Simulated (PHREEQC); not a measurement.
Dissolve 0.27 mol Na2SO4 and 0.049 mol KCl per kg of water at 20 °C. Closed to the air; pH follows from the charge balance.

The numbers come from PHREEQC with the Pitzer model, pitzer.dat.

This is a speciation only: nothing precipitates in the calculation.

Q: Predict the activity of water.

A: activity of water 0.988.

Species that the database lacks are ignored.
